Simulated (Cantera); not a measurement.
What does this Cantera script print?

```python
import numpy as np
import cantera as ct

gas_names = """
    Br Br2 N N2 Si SiBr SiBr2 SiBr3 SiBr4 SiN Si2 Si2N Si3
""".split()
cond_names = """
    Br2(cr) Br2(L) Si(cr) Si(L) Si3N4(a)
""".split()


# ... load() reads the species with a 1 bar reference pressure and builds the phases ...
atoms = {
    'Si': {'Si': 1},
    'Br2': {'Br': 2},
    'N2': {'N': 2},
}
top_T = {'Si3N4(a)': 2400}  # K; cautious upper limits of use, not melting points


# ... equilibrate(T, P, feed) seeds the gas with the atoms and calls Mixture.equilibrate('TP', solver="vcs", rtol=1e-11, max_steps=5000) ...
results = []
feed = {'Si': 1, 'Br2': 2.4, 'N2': 13}  # mol
T = 898  # K
P = 1333.22  # Pa
mix = equilibrate(T, P, feed)
results.append((T, P, feed, dict(zip(mix.species_names, mix.species_moles))))
print(gas.report(threshold=0.001))
for i in range(1, mix.n_phases):
    print(f"{mix.phase(i).name:16s} {mix.phase_moles(i):12.5e} mol")
```

Output:

```
       temperature   898 K
          pressure   1333.2 Pa
           density   0.0096099 kg/m^3
  mean mol. weight   53.818 kg/kmol
   phase of matter   gas

                          1 kg             1 kmol
                     ---------------   ---------------
          enthalpy       -1.1959e+05       -6.4359e+06  J
   internal energy       -2.5832e+05       -1.3902e+07  J
           entropy            5277.4        2.8402e+05  J/K
    Gibbs function       -4.8587e+06       -2.6149e+08  J
 heat capacity c_p            695.04             37406  J/K
 heat capacity c_v            540.54             29091  J/K

                      mass frac. Y      mole frac. X     chem. pot. / RT
                     ---------------   ---------------   ---------------
                Br         0.0031617         0.0021295           -17.625
               Br2          0.079234          0.026683           -35.251
                N2           0.46942           0.90182           -29.013
             SiBr4           0.44818           0.06937           -113.59
     [   +9 minor]        6.0814e-08        1.2222e-08

Br2(L)            0.00000e+00 mol
Si(cr)            0.00000e+00 mol
Si3N4(a)          0.00000e+00 mol
```

Method: chemical equilibrium by Gibbs-energy minimisation in Cantera with the NASA 1993 tables (ideal gas, pure condensed phases).
